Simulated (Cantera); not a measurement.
Cantera run:

```python
import numpy as np
import cantera as ct

gas_names = """
    N NO NO2 NO3 N2 N2O O O2 O3 S SN SO SO2 SO3 S2 S2O S8
""".split()
cond_names = """
    S(cr1) S(cr2) S(L)
""".split()


# ... load() reads the species with a 1 bar reference pressure and builds the phases ...
atoms = {
    'SO2': {'S': 1, 'O': 2},
    'O2': {'O': 2},
    'N2': {'N': 2},
}
top_T = {}  # K; cautious upper limits of use, not melting points


# ... equilibrate(T, P, feed) seeds the gas with the atoms and calls Mixture.equilibrate('TP', solver="vcs", rtol=1e-11, max_steps=5000) ...
results = []
feed = {'SO2': 1, 'O2': 0.032, 'N2': 0.7}  # mol
P = 1200  # Pa
for T in [1723, 1823, 1923, 2023, 2123, 2223, 2323, 2423, 2523, 2623, 2723, 2823, 2923, 3023]:
    mix = equilibrate(T, P, feed)
    results.append((T, P, feed, dict(zip(mix.species_names, mix.species_moles))))
    x = sorted(zip(gas.X, gas.species_names), reverse=True)
    print(f"T = {T:g} K  P = {P:g} Pa  gas = {mix.phase_moles(0):.4g} mol")
    print("   x: " + "  ".join(f"{s} {v:.3e}" for v, s in x if v > 1e-06))
    print("   condensed (mol): " + ("  ".join(f"{mix.phase(i).name} {mix.phase_moles(i):.4g}"
          for i in range(1, mix.n_phases) if mix.phase_moles(i) > 1e-12) or "none"))
```

It prints:

```
T = 1723 K  P = 1200 Pa  gas = 1.732 mol
   x: SO2 5.769e-01  N2 4.038e-01  O2 1.820e-02  NO 6.665e-04  SO 3.141e-04  SO3 1.188e-04  O 7.002e-05
   condensed (mol): none
T = 1823 K  P = 1200 Pa  gas = 1.733 mol
   x: SO2 5.760e-01  N2 4.035e-01  O2 1.835e-02  SO 9.914e-04  NO 9.497e-04  O 1.866e-04  SO3 8.301e-05
   condensed (mol): none
T = 1923 K  P = 1200 Pa  gas = 1.735 mol
   x: SO2 5.737e-01  N2 4.029e-01  O2 1.890e-02  SO 2.737e-03  NO 1.318e-03  O 4.542e-04  SO3 6.080e-05  S 4.639e-06
   condensed (mol): none
T = 2023 K  P = 1200 Pa  gas = 1.739 mol
   x: SO2 5.684e-01  N2 4.017e-01  O2 2.031e-02  SO 6.645e-03  NO 1.810e-03  O 1.036e-03  SO3 4.676e-05  S 2.560e-05
   condensed (mol): none
T = 2123 K  P = 1200 Pa  gas = 1.747 mol
   x: SO2 5.582e-01  N2 3.995e-01  O2 2.315e-02  SO 1.421e-02  NO 2.490e-03  O 2.263e-03  S 1.115e-04  SO3 3.778e-05  S2 3.232e-06
   condensed (mol): none
T = 2223 K  P = 1200 Pa  gas = 1.761 mol
   x: SO2 5.405e-01  N2 3.959e-01  O2 2.797e-02  SO 2.699e-02  O 4.771e-03  NO 3.439e-03  S 3.908e-04  SO3 3.175e-05  S2 1.306e-05  S2O 2.365e-06
   condensed (mol): none
T = 2323 K  P = 1200 Pa  gas = 1.784 mol
   x: SO2 5.131e-01  N2 3.900e-01  SO 4.618e-02  O2 3.504e-02  O 9.689e-03  NO 4.727e-03  S 1.141e-03  S2 4.029e-05  SO3 2.721e-05  S2O 5.299e-06
   condensed (mol): none
T = 2423 K  P = 1200 Pa  gas = 1.82 mol
   x: SO2 4.739e-01  N2 3.814e-01  SO 7.229e-02  O2 4.421e-02  O 1.881e-02  NO 6.383e-03  S 2.878e-03  S2 1.009e-04  SO3 2.319e-05  S2O 1.003e-05  SN 1.525e-06
   condensed (mol): none
T = 2523 K  P = 1200 Pa  gas = 1.875 mol
   x: SO2 4.218e-01  N2 3.691e-01  SO 1.046e-01  O2 5.476e-02  O 3.464e-02  NO 8.364e-03  S 6.462e-03  S2 2.155e-04  SO3 1.918e-05  S2O 1.653e-05  SN 3.250e-06  N 2.002e-06
   condensed (mol): none
T = 2623 K  P = 1200 Pa  gas = 1.955 mol
   x: SO2 3.572e-01  N2 3.529e-01  SO 1.404e-01  O2 6.520e-02  O 6.021e-02  S 1.318e-02  NO 1.053e-02  S2 4.048e-04  S2O 2.416e-05  SO3 1.502e-05  SN 6.263e-06  N 4.696e-06
   condensed (mol): none
T = 2723 K  P = 1200 Pa  gas = 2.066 mol
   x: N2 3.325e-01  SO2 2.834e-01  SO 1.745e-01  O 9.831e-02  O2 7.332e-02  S 2.467e-02  NO 1.264e-02  S2 6.798e-04  S2O 3.143e-05  SN 1.103e-05  SO3 1.084e-05  N 1.026e-05
   condensed (mol): none
T = 2823 K  P = 1200 Pa  gas = 2.216 mol
   x: N2 3.086e-01  SO2 2.069e-01  SO 1.995e-01  O 1.502e-01  O2 7.669e-02  S 4.264e-02  NO 1.436e-02  S2 1.024e-03  S2O 3.617e-05  N 2.101e-05  SN 1.782e-05  SO3 7.022e-06
   condensed (mol): none
T = 2923 K  P = 1200 Pa  gas = 2.407 mol
   x: N2 2.830e-01  O 2.139e-01  SO 2.081e-01  SO2 1.363e-01  O2 7.366e-02  S 6.810e-02  NO 1.539e-02  S2 1.381e-03  N 4.063e-05  S2O 3.637e-05  SN 2.651e-05  SO3 3.974e-06
   condensed (mol): none
T = 3023 K  P = 1200 Pa  gas = 2.633 mol
   x: O 2.837e-01  N2 2.581e-01  SO 1.964e-01  S 1.004e-01  SO2 7.973e-02  O2 6.443e-02  NO 1.556e-02  S2 1.652e-03  N 7.482e-05  SN 3.632e-05  S2O 3.154e-05  SO3 1.924e-06
   condensed (mol): none
```

Cantera equilibrium calculation (NASA polynomials, part measured and part estimated; ideal gas, pure solids and liquids).
